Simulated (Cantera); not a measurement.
Mixture: 12.8 % CH4, 18.3 % O2, 68.8 % N2, at 32.0 bar, adiabatic and at constant pressure. Ignition delay is the time to a rise of 400 K.

Model: GRI-Mech 3.0 (53 species, 325 reactions), integrated in Cantera. The pressure lies above the range GRI-Mech 3.0 was tuned for (to about 10 atm).

Predict: delay at 1050 K; delay at 1150 K; delay at 1250 K; delay at 1350 K; delay at 1450 K; apparent activation energy between 1350 and 1450 K.


- delay at 1050 K = 11.5 ms
- delay at 1150 K = 2.73 ms
- delay at 1250 K = 0.829 ms
- delay at 1350 K = 0.292 ms
- delay at 1450 K = 0.113 ms
- apparent activation energy between 1350 and 1450 K = 150 kJ/mol
